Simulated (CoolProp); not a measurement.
Vapour-liquid equilibrium of propane (1) + R227EA (2) at 0.966 bar; x and y are mole fractions of (1).

Model: multi-fluid Helmholtz-energy mixture model, Lemmon 2009 and Lemmon 2016; pair parameters Bell 2016, in CoolProp.

Give the bubble temperature and the first vapour's composition at x = 0.275, 0.425, 0.65. Is there an azeotrope?

x = 0.275: -41.5 °C, y = 0.744; x = 0.425: -43.4 °C, y = 0.783; x = 0.65: -44.0 °C, y = 0.801. y crosses x between x = 0.8 and 0.875: the model has an azeotrope there.

The pair parameters rest on a limited set of measurements; away from them the model extrapolates. With so large a gap from Raoult's law the liquid may split in two, which this calculation doesn't test in full.
